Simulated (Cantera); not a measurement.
Charge: 1 mol FeS, 0.28 mol SO2, 11 mol N2, at 1050 °C and 97.5 Torr.

Equilibrium computed with Cantera from the NASA thermochemical tables; the gas is ideal and each condensed phase is pure. Candidate condensed phases: Fe, FeO, FeS, FeSO4, FeS2, Fe2O3, Fe2(SO4)3, Fe3O4, S; 19 gas species. Metal and sulfide melt together well below either melting point, which pure phases cannot show. Mutual solubility and eutectic melting of coexisting phases are not modelled. The tables' stoichiometric FeO is somewhat more stable than real wüstite, so its field is too wide. FeO, FeS: taken at fixed stoichiometry. Rates play no part.

Base state: N2 0.973, SO2 0.0195, S2 0.00756, SO 0.000161, S2O 0.000112 (mole fractions); condensed: FeO(s) + FeS(s).

Q: What changes in the equilibrium state with this change: SO2 from 0.28 to 0.45 mol?

A: 
```json
[
 {"species": "N2", "before": "0.973", "after": "0.957"},
 {"species": "SO2", "before": "0.0195", "after": "0.0318"},
 {"species": "S2", "before": "0.00756", "after": "0.0105"},
 {"species": "S2O", "before": "0.000112", "after": "0.000183"},
 {"species": "SO", "before": "0.000161", "after": "0.000223"},
 {"species": "FeO(s), mol", "before": "0.116", "after": "0.164"},
 {"species": "FeS(s), mol", "before": "0.884", "after": "0.836"}
]
```

Q: What changes in the equilibrium state with this change: temperature from 1050 °C to 925 °C?

A: 
```csv
species,before,after
N2,0.973,0.974
SO2,0.0195,0.0217
S2,0.00756,0.00379
SO,0.000161,4.50e-5
S2O,0.000112,7.28e-5
"FeO(s), mol",0.116,0
"FeS(s), mol",0.884,0.948
"Fe3O4(s), mol",0,0.0174
```
FeS: taken at fixed stoichiometry. Gases not in the tables: S3 to S7.

Q: What changes in the equilibrium state with this change: SO2 from 0.28 to 0.063 mol?

A: 
| species | before | after |
|---|---|---|
| N2 | 0.973 | 0.993 |
| SO2 | 0.0195 | 0.00390 |
| S2 | 0.00756 | 0.00259 |
| S2O | 0.000112 | 2.24e-5 |
| SO | 0.000161 | 5.50e-5 |
| FeO(s), mol | 0.116 | 0.0387 |
| FeS(s), mol | 0.884 | 0.961 |
